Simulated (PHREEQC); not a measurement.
A solution holds 0.095 mol CdCl2, 6.4e-05 mol Na2SO4 and 0.051 mol H2SO4 per kg of water, at 25 °C. Closed to the air; pH follows from the charge balance.

Equilibrium calculation in PHREEQC: ion-association model, wateq4f.dat.

```
quantity                          before    after
-------------------------------  -------  -------
pH                                  1.24     1.25
HSO4- (mol/kgw)                   0.0299   0.0348
SO4-2 (mol/kgw)                   0.0132   0.0133
CdSO4 (mol/kgw)                  0.00619  0.00229
SI of Mirabilite (Na2SO4:10H2O)    -9.38    -9.21
```

Problem. Name the change that produced these shifts.
(A) CdCl2 from 0.095 to 0.0855 mol/kgw
(B) CdCl2 replaced by Cd(NO3)2 at the same molality
(C) CdCl2 from 0.095 to 0.0095 mol/kgw
(D) temperature from 25 to 75 °C
(E) 0.00096 mol/kgw NaI added

Solution. C, CdCl2 from 0.095 to 0.0095 mol/kgw

This is a speciation only: nothing precipitates in the calculation.
